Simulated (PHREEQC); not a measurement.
Dissolve 1.1 mmol/kgw KHCO3, 3.8 mmol/kgw Na2B4O7 and 4.3 mmol/kgw KCl at 24 °C. Closed to the air; pH follows from the charge balance.

All values are PHREEQC results (ion-association model, wateq4f.dat), not measurements.

Task: The ionic strength comes out as 0.0131 mol/kgw. What activity coefficients do CO3-2, NaCO3-, H2BO3-, HCO3-, OH- get?

Result: CO3-2 0.64, NaCO3- 0.90, H2BO3- 0.89, HCO3- 0.90, OH- 0.89.

This is a speciation only: nothing precipitates in the calculation.
